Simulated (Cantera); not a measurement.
A freely propagating, adiabatic, planar premixed flame of CH3OH : O2 : N2 = 1 : 1.36 : 4.5 (molar parts), unburnt at 425 K and 4.90 bar; mixture-averaged transport, grid criteria slope 0.08 and curve 0.16, no radiation.

Cantera simulation using GRI-Mech 3.0 (53 species, 325 reactions); the numbers are that mechanism's predictions, not measurements. GRI-Mech 3.0 was tuned for natural gas; its chemistry of methanol as a main component is partial and can be far from experiment. Burning velocities carry a grid error of a few per cent, more on coarse grids.

Question: What does this change do: N2 4.5 to 3.5 parts?

Answer: 
```
quantity                     before      after
------------------------  ---------  ---------
laminar burning velocity  67.4 cm/s  92.1 cm/s
thermal thickness         0.0693 mm  0.0545 mm
peak x(CH4)                0.000182   0.000248
peak x(CH3)                0.000131   0.000214
peak x(OH)                  0.00940     0.0139
peak x(H)                   0.00681    0.00938
```
